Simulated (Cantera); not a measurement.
Gas mixture: 31.4 % CO₂, 2.55 % H₂, 30.3 % C₂H₆, 35.8 % CH₄, at 460000 Pa, frozen composition.

Cantera's kinetic-theory transport with the Lennard-Jones parameters of GRI-Mech 3.0, ideal gas; thermal conductivity in the multicomponent form. The composition is frozen, though it would react at the higher temperatures.

One state of this run: ρ (kg/m³) = 2.89; cp (J/kg/K) = 2031; μ (µPa s) = 20.6; λ (mW/m/K) = 59.8; Pr = 0.701; D (cm²/s) H₂ = 0.408; D (cm²/s) CH₃ = 0.124; D (cm²/s) CH₄ = 0.113. D: mixture-averaged diffusion coefficient of that species in the mixture.

Which value of T (K) does it belong to?
A. 550
B. 400
C. 850
D. 1000

A, 550
